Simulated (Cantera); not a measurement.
**Premixed flame**

A freely propagating, adiabatic, planar premixed flame of 5.34 % CH4, 2.56 % C2H6, 1.39 % C3H8, 19.0 % O2, 71.6 % N2, 0.118 % H2, equivalence ratio 1.4, unburnt at 325 K and 37000 Pa; mixture-averaged transport, grid criteria slope 0.08 and curve 0.16, no radiation.

Detailed kinetics in Cantera: GRI-Mech 3.0 (53 species, 325 reactions). GRI-Mech 3.0 was tuned for natural gas; its chemistry of propane as a main component is partial and can be far from experiment. Burning velocities carry a grid error of a few per cent, more on coarse grids.

| z (mm) | T (K) | u (m/s) | x CH4 | x C2H6 | x C3H8 | x HCO | x CH2O | x CH2 |
|---|---|---|---|---|---|---|---|---|
| -3.63 | 325 | 0.365 | 0.0533 | 0.0256 | 0.0139 | <1e-8 | 3.31e-8 | <1e-8 |
| -2.42 | 328 | 0.370 | 0.0530 | 0.0255 | 0.0138 | <1e-8 | 1.12e-6 | <1e-8 |
| -1.82 | 339 | 0.385 | 0.0523 | 0.0253 | 0.0137 | <1e-8 | 9.42e-6 | <1e-8 |
| -1.21 | 446 | 0.515 | 0.0490 | 0.0243 | 0.0133 | <1e-8 | 0.000169 | <1e-8 |
| -0.605 | 952 | 1.14 | 0.0350 | 0.0166 | 0.00894 | 4.19e-7 | 0.00130 | 7.56e-8 |
| -0.303 | 1362 | 1.67 | 0.0220 | 0.00705 | 0.00270 | 1.34e-5 | 0.00139 | 5.38e-6 |
| 0 | 1713 | 2.14 | 0.00771 | 0.000491 | 4.86e-5 | 3.80e-5 | 0.000523 | 5.66e-5 |
| 0.303 | 1880 | 2.36 | 0.00128 | 5.21e-6 | 2.10e-8 | 1.78e-5 | 0.000126 | 5.11e-5 |
| 0.605 | 1930 | 2.42 | 0.000175 | 8.81e-8 | <1e-8 | 4.06e-6 | 2.50e-5 | 1.46e-5 |
| 1.21 | 1952 | 2.44 | 5.40e-6 | <1e-8 | <1e-8 | 2.67e-7 | 1.15e-6 | 8.46e-7 |
| 2.42 | 1962 | 2.45 | 5.93e-8 | <1e-8 | <1e-8 | 7.47e-8 | 1.58e-8 | 1.22e-8 |
| 4.84 | 1973 | 2.46 | <1e-8 | <1e-8 | <1e-8 | 6.24e-8 | <1e-8 | <1e-8 |
| 9.68 | 1988 | 2.47 | <1e-8 | <1e-8 | <1e-8 | 4.93e-8 | <1e-8 | <1e-8 |
x: mole fraction of selected species; z is measured from the peak of heat release.

```json
{
 "laminar_burning_velocity": "36.5 cm/s",
 "thermal_thickness": "1.21 mm",
 "peak x(HCO)": "3.82e-5",
 "peak x(CH2O)": "0.00152",
 "peak x(CH2)": "6.80e-5",
 "grid_points": "158"
}
```
